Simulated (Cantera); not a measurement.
A freely propagating, adiabatic, planar premixed flame of CH4 : C2H6 : C3H8 : O2 : N2 = 1 : 0.063 : 0.26 : 4.14 : 15.6 (molar parts), equivalence ratio 0.85, unburnt at 423 K and 500000 Pa; mixture-averaged transport, grid criteria slope 0.08 and curve 0.16, no radiation.

Cantera simulation using GRI-Mech 3.0 (53 species, 325 reactions); the numbers are that mechanism's predictions, not measurements. GRI-Mech 3.0 was tuned for natural gas; its chemistry of propane as a main component is partial and can be far from experiment. Burning velocities carry a grid error of a few per cent, more on coarse grids.

Task: How do the results move with these cheaper or finer settings: unity-Lewis-number transport; multicomponent transport; multicomponent+Soret transport; grid criteria slope 0.5, curve 1; grid criteria slope 0.25, curve 0.5; grid criteria slope 0.03, curve 0.06?

Result: 
| setting | laminar burning velocity | thermal thickness | peak x(CH2O) | peak x(O) | grid points |
|---|---|---|---|---|---|
| as above | 35.9 cm/s | 0.119 mm | 0.00160 | 0.00186 | 141 |
| unity-Lewis-number transport | 32.6 cm/s | 0.120 mm | 0.00110 | 0.00216 | 126 |
| multicomponent transport | 36.3 cm/s | 0.121 mm | 0.00161 | 0.00188 | 141 |
| multicomponent+Soret transport | 35.8 cm/s | 0.121 mm | 0.00161 | 0.00189 | 141 |
| grid criteria slope 0.5, curve 1 | 39.2 cm/s | 0.127 mm | 0.00161 | 0.00195 | 34 |
| grid criteria slope 0.25, curve 0.5 | 37.1 cm/s | 0.123 mm | 0.00160 | 0.00189 | 55 |
| grid criteria slope 0.03, curve 0.06 | 35.3 cm/s | 0.119 mm | 0.00160 | 0.00185 | 349 |
The base run took very roughly 16 core-seconds.
Unity Lewis numbers drop preferential diffusion, which matters most where H2 and H carry the flame; Soret adds thermal diffusion.
